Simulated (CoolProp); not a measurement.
Vapour-liquid equilibrium of hydrogen chloride (1) + ethane (2) at 275.7 K; x and y are mole fractions of (1).

The numbers come from the multi-fluid Helmholtz-energy mixture model, Thol 2018 and Bücker 2006; pair parameters Bell 2016 in CoolProp.

**Question.** Give the bubble pressure and the first vapour's composition at x = 0.05, 0.275, 0.8. Is there an azeotrope?

**Answer.** x = 0.05: 2.702 MPa, y = 0.083; x = 0.275: 3.217 MPa, y = 0.342; x = 0.8: 3.276 MPa, y = 0.740. y crosses x between x = 0.5 and 0.575: the model has an azeotrope there.

Pair parameters are fitted to limited data, so mixtures are less certain than the pure fluids.
